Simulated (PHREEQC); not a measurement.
0.85 g of hydrous ferric oxide (600 m²/g; 0.2 weak and 0.005 strong sites per Fe, Dzombak-Morel constants, diffuse double layer) in 1 kg of water with 0.005 mol/kgw of an inert sodium salt and 0.00022 mol/kgw CuSO4, at 25 °C; the pH is set by adding NaOH or the inert anion's acid. O2 is buffered at 0.21 atm. The system is closed to CO2. No solid was allowed to form.

All values are PHREEQC results (ion-association model, wateq4f.dat), not measurements.

```json
[
 {"pH": "3", "S sorbed (%)": "100.0", "Cu sorbed (%)": "0.1", "surface charge σ (C/m²)": "0.244", "surface potential ψ (mV)": "199"},
 {"pH": "3.5", "S sorbed (%)": "100.0", "Cu sorbed (%)": "1.2", "surface charge σ (C/m²)": "…", "surface potential ψ (mV)": "192"},
 {"pH": "4", "S sorbed (%)": "100.0", "Cu sorbed (%)": "7.5", "surface charge σ (C/m²)": "0.149", "surface potential ψ (mV)": "179"},
 {"pH": "4.5", "S sorbed (%)": "99.9", "Cu sorbed (%)": "…", "surface charge σ (C/m²)": "0.105", "surface potential ψ (mV)": "162"},
 {"pH": "5", "S sorbed (%)": "99.8", "Cu sorbed (%)": "59.7", "surface charge σ (C/m²)": "0.071", "surface potential ψ (mV)": "144"},
 {"pH": "5.5", "S sorbed (%)": "98.9", "Cu sorbed (%)": "…", "surface charge σ (C/m²)": "0.047", "surface potential ψ (mV)": "124"},
 {"pH": "6", "S sorbed (%)": "94.2", "Cu sorbed (%)": "98.7", "surface charge σ (C/m²)": "0.030", "surface potential ψ (mV)": "102"},
 {"pH": "6.5", "S sorbed (%)": "76.7", "Cu sorbed (%)": "99.8", "surface charge σ (C/m²)": "0.020", "surface potential ψ (mV)": "81"},
 {"pH": "7", "S sorbed (%)": "44.9", "Cu sorbed (%)": "99.9", "surface charge σ (C/m²)": "0.013", "surface potential ψ (mV)": "63"},
 {"pH": "7.5", "S sorbed (%)": "…", "Cu sorbed (%)": "99.9", "surface charge σ (C/m²)": "0.008", "surface potential ψ (mV)": "43"},
 {"pH": "8", "S sorbed (%)": "2.5", "Cu sorbed (%)": "99.9", "surface charge σ (C/m²)": "0.003", "surface potential ψ (mV)": "19"},
 {"pH": "8.5", "S sorbed (%)": "0.3", "Cu sorbed (%)": "99.9", "surface charge σ (C/m²)": "…", "surface potential ψ (mV)": "-9"},
 {"pH": "9", "S sorbed (%)": "0.0", "Cu sorbed (%)": "99.9", "surface charge σ (C/m²)": "-0.007", "surface potential ψ (mV)": "-37"},
 {"pH": "9.5", "S sorbed (%)": "0.0", "Cu sorbed (%)": "99.9", "surface charge σ (C/m²)": "-0.014", "surface potential ψ (mV)": "-64"},
 {"pH": "10", "S sorbed (%)": "0.0", "Cu sorbed (%)": "99.9", "surface charge σ (C/m²)": "…", "surface potential ψ (mV)": "-90"},
 {"pH": "10.5", "S sorbed (%)": "0.0", "Cu sorbed (%)": "99.9", "surface charge σ (C/m²)": "-0.042", "surface potential ψ (mV)": "-115"},
 {"pH": "11", "S sorbed (%)": "0.0", "Cu sorbed (%)": "99.8", "surface charge σ (C/m²)": "-0.069", "surface potential ψ (mV)": "-136"}
]
```

Problem. Some entries are withheld; supply them.

Solution. 
- 3.5, surface charge σ (C/m²): 0.198
- 4.5, Cu sorbed (%): 25.2
- 5.5, Cu sorbed (%): 90.5
- 7.5, S sorbed (%): 15.0
- 8.5, surface charge σ (C/m²): -0.002
- 10, surface charge σ (C/m²): -0.025

Species that the database lacks are ignored. The database's constant for dissolved Cu(OH)2 is higher than later reviews accept. The oxide is taken as insoluble; below pH 4 it would dissolve.
